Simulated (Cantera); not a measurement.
Input: 1 mol Si, 0.0011 mol H2O, 16 mol H2, at 0.0300 Torr.

Method: chemical equilibrium by Gibbs-energy minimisation in Cantera with the NASA 1993 tables (ideal gas, pure condensed phases). Candidate condensed phases: H2O, Si, SiO2; 18 gas species. Equilibrium is a limit: real reactors are often held back by kinetics, nucleation or transport. All values below are at 1448 K.

Base state: H2 0.998, H 0.00146, Si 7.31e-5, SiO 6.87e-5 (mole fractions); condensed: Si(s).

Q: What changes in the equilibrium state with this change: pressure from 0.0300 Torr to 82.5 Torr?

A: 
```
species      before    after
----------  -------  -------
H2            0.998    1.000
SiO         6.87e-5  6.87e-5
H           0.00146  2.78e-5
Si          7.31e-5  2.66e-8
Si(s), mol    0.998    0.999
```

Q: What changes in the equilibrium state with this change: H2O from 0.0011 to 0.19 mol?

A: 
| species | before | after |
|---|---|---|
| H2 | 0.998 | 0.987 |
| SiO | 6.87e-5 | 0.0116 |
| H | 0.00146 | 0.00145 |
| Si | 7.31e-5 | 7.31e-5 |
| Si(s), mol | 0.998 | 0.809 |

Q: What changes in the equilibrium state with this change: pressure from 0.0300 Torr to 3600 Torr?

A: 
| species | before | after |
|---|---|---|
| H2 | 0.998 | 1.000 |
| SiO | 6.87e-5 | 4.04e-5 |
| H | 0.00146 | 4.21e-6 |
| Si | 7.31e-5 | <1e-9 |
| Si(s), mol | 0.998 | 0.999 |
| SiO2(β-quartz), mol | 0 | 0.000212 |
Mutual solubility and eutectic melting of coexisting phases are not modelled. The tables hold silica as quartz up to 1696 K and as liquid above; real silica turns to tridymite and cristobalite and melts near 1996 K.
